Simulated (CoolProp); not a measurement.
Vapour-liquid equilibrium of R113 (1) + n-heptane (2) at 0.4 bar; x and y are mole fractions of (1).

Values from CoolProp's multi-fluid Helmholtz-energy mixture model, Marx 1992 and Span 2003; pair parameters Bell 2016.

```csv
x,"bubble temperature, mixture model (K)","bubble temperature, Raoult's law (K)","y, mixture model","y, Raoult's law"
0.05,336.1,337.6,0.251,0.214
0.2,(withheld),325.3,0.635,0.588
0.35,(withheld),316.5,(withheld),0.768
0.5,(withheld),309.8,0.870,0.868
0.65,(withheld),304.4,(withheld),0.928
0.8,(withheld),300.1,0.956,0.967
0.95,296.3,296.4,(withheld),0.993
```

Task: What belongs in the gaps?

Result: 
- 0.2, bubble temperature, mixture model (K): 321.7
- 0.35, bubble temperature, mixture model (K): 312.9
- 0.35, y, mixture model: 0.791
- 0.5, bubble temperature, mixture model (K): 307.0
- 0.65, bubble temperature, mixture model (K): 302.8
- 0.65, y, mixture model: 0.920
- 0.8, bubble temperature, mixture model (K): 299.3
- 0.95, y, mixture model: 0.989

The largest gap from Raoult's law is -3.6 K in bubble temperature, at x = 0.35. No azeotrope shows between x = 0.05 and 0.95.

Pair parameters are fitted to limited data, so mixtures are less certain than the pure fluids.
